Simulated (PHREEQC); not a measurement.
## Reverse-osmosis permeate (model solution)

A made-up water analysis in mg/L, 20 °C, pH 6.9, pe 12.3:

```
constituent             mg/L
------------------  --------
Na                     0.386
K                     0.0828
Ca                       1.8
Mg                    0.0696
Cl                      2.06
S(6) as SO4             2.07
Alkalinity as HCO3     0.813
Li                  0.000168
Cu(2)                 0.0011
Cd                     0.252
```

Cl is adjusted to close the charge balance.
Valence states are taken as typed.

The numbers come from PHREEQC with the ion-association model, phreeqc.dat.

| Property | Result |
|---|---|
| ionic strength | 0.000190 mol/kgw |

| species | molality | activity | log γ |
|---|---|---|---|
| Cl- | 6.26e-5 | 6.16e-5 | -0.007 |
| Ca+2 | 4.48e-5 | 4.20e-5 | -0.027 |
| SO4-2 | 2.14e-5 | 2.01e-5 | -0.027 |
| Na+ | 1.68e-5 | 1.65e-5 | -0.007 |
| HCO3- | 1.34e-5 | 1.31e-5 | -0.007 |
| CO2 | 3.99e-6 | 3.99e-6 | 0.000 |

No solid was allowed to form. Species that the database lacks are ignored. The database's constant for dissolved Cu(OH)2 is higher than later reviews accept.
